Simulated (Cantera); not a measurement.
A closed system holds: 1 mol BN, 1.2 mol N2, held at 2000 K.

Equilibrium computed with Cantera from the NASA thermochemical tables; the gas is ideal and each condensed phase is pure. Candidate condensed phases: B, BN; 5 gas species. Equilibrium is a limit: real reactors are often held back by kinetics, nucleation or transport.

x: gas mole fraction; n: condensed amount in mol.

```
P (Pa)    x N2       x B      x BN       x N    x B2  n B(s)  n BN(s)
-------  -----  --------  --------  --------  ------  ------  -------
1        0.987    0.0133   4.59e-5   2.83e-7       ?   0.977        0
16       0.999  0.000715   9.91e-6   7.13e-8       ?       0    0.999
250      1.000   1.16e-5   6.34e-7   1.80e-8       ?       0    1.000
4000      1.00   1.81e-7   3.96e-8   4.51e-9  <1e-12       0     1.00
63000     1.00   2.89e-9   2.52e-9   1.14e-9  <1e-12       0     1.00
1000000   1.00  4.57e-11  1.59e-10  2.85e-10  <1e-12       0     1.00
```

### Question
What belongs in the gaps?

### Answer

- 1, x B2: 1.36e-7
- 16, x B2: 6.25e-9
- 250, x B2: 2.56e-11
